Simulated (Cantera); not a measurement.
A perfectly stirred reactor is fed with H₂ : O₂ : N₂ = 0.81 : 1 : 1.1 (molar parts), at 1.00 bar; it is held at 1100 K, and followed from long to short residence time.

Model: GRI-Mech 3.0 (53 species, 325 reactions), integrated in Cantera. The temperature is held fixed by assumption; the heat of reaction is taken as removed at once.

Question: What does this change do: temperature 1100 to 800 K?

Answer: 
```tsv
quantity	before	after
x(H₂) at τ = 5.90 s	0.000979	0.276
x(O₂) at τ = 5.90 s	0.238	0.342
x(NO) at τ = 5.90 s	3.52e-9	<1e-12
x(NO₂) at τ = 5.90 s	1.80e-8	<1e-12
x(HO₂) at τ = 5.90 s	2.13e-5	5.03e-6
x(H₂) at τ = 27.0 ms	0.0296	0.278
x(O₂) at τ = 27.0 ms	0.249	0.344
x(NO) at τ = 27.0 ms	2.15e-9	<1e-12
x(NO₂) at τ = 27.0 ms	1.01e-9	<1e-12
x(HO₂) at τ = 27.0 ms	0.000228	4.47e-9
```
Below about 950 K walls govern HO2 and H2O2 in real vessels.

Question: What does this change do: temperature 1100 to 825 K?

Answer: 
| quantity | before | after |
|---|---|---|
| x(H₂) at τ = 5.90 s | 0.000979 | 0.257 |
| x(O₂) at τ = 5.90 s | 0.238 | 0.335 |
| x(NO) at τ = 5.90 s | 3.52e-9 | <1e-12 |
| x(NO₂) at τ = 5.90 s | 1.80e-8 | <1e-12 |
| x(HO₂) at τ = 5.90 s | 2.13e-5 | 1.38e-5 |
| x(H₂) at τ = 27.0 ms | 0.0296 | 0.278 |
| x(O₂) at τ = 27.0 ms | 0.249 | 0.344 |
| x(NO) at τ = 27.0 ms | 2.15e-9 | <1e-12 |
| x(NO₂) at τ = 27.0 ms | 1.01e-9 | <1e-12 |
| x(HO₂) at τ = 27.0 ms | 0.000228 | 1.43e-8 |
Below about 950 K walls govern HO2 and H2O2 in real vessels.
